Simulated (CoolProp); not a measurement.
R11 at 479.86 K and 0.913 MPa is throttled through a valve to 0.614 MPa with no heat exchange. Each further row changes one setting.

Model: reference Helmholtz-energy equation of state, Jacobsen 1992, in CoolProp.

```json
[
 {"case": "as stated", "temperature change (K)": "-3.3", "final density (kg/m³)": "…"},
 {"case": "outlet pressure 0.184 MPa", "temperature change (K)": "…", "final density (kg/m³)": "…"},
 {"case": "outlet pressure 0.798 MPa", "temperature change (K)": "-1.3", "final density (kg/m³)": "…"}
]
```

Question: Fill in the missing entries.

Answer: 
- as stated, final density (kg/m³): 22.3
- outlet pressure 0.184 MPa, temperature change (K): -8.0
- outlet pressure 0.184 MPa, final density (kg/m³): 6.53
- outlet pressure 0.798 MPa, final density (kg/m³): 29.3
